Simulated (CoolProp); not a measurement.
The fluid at 293.15 K and 4.4 MPa (gas) is heated at constant pressure to 329.1 K. The same conditions are run with several fluids, on thermodynamics alone (safety and materials aside).

The numbers come from the reference Helmholtz-energy equation of state of each fluid (ethylene: Smukala 2000; methane: Setzmann 1991; oxygen: Schmidt 1985) in CoolProp.

```json
[
 {"fluid": "ethylene", "heat (kJ/kg)": "87.9", "final density (kg/m³)": "56.5"},
 {"fluid": "methane", "heat (kJ/kg)": "90.6", "final density (kg/m³)": "27.1"},
 {"fluid": "oxygen", "heat (kJ/kg)": "35.4", "final density (kg/m³)": "52.2"}
]
```

Above 300 K oxygen's equation is extrapolated.
